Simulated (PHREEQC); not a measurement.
0.025 g of hydrous ferric oxide (600 m²/g; 0.2 weak and 0.005 strong sites per Fe, Dzombak-Morel constants, diffuse double layer) in 1 kg of water with 0.001 mol/kgw of an inert sodium salt and 6.3e-08 mol/kgw H3BO3 and 4.2e-07 mol/kgw MgCl2, at 25 °C; the pH is set by adding NaOH or the inert anion's acid. O2 is buffered at 0.21 atm. The system is closed to CO2. Nothing may precipitate in this run.

Base run: PHREEQC, ion-association model, wateq4f.dat. Each further column changes one thing. The table gives Mg sorbed (%).

```csv
pH,base,no electrostatic term (-no_edl),background salt from 0.001 to 0.0001 mol/kgw,oxide from 0.025 to 0.12 g/kgw,0.00012 mol/kgw ZnCl2 added
4,0.0,0.0,0.0,0.0,0.0
4.67,0.0,0.0,0.0,0.0,0.0
5.33,0.0,0.0,0.0,0.0,0.0
6,0.0,0.0,0.0,0.0,0.0
6.67,0.0,0.1,0.0,0.1,0.0
7.33,0.3,1.3,0.4,1.6,0.0
8.67,60.2,26.4,62.9,88.1,0.3
9.33,96.7,42.4,97.1,99.3,3.5
10,99.8,47.9,99.9,100.0,42.4
10.67,100.0,46.3,100.0,100.0,93.9
11.33,100.0,36.2,100.0,100.0,99.7
12,100.0,17.7,100.0,100.0,100.0
```

 In at least one series the solution becomes supersaturated in solids that the run did not let form, among them Zn(OH)2-a, Zn5(OH)8Cl2.
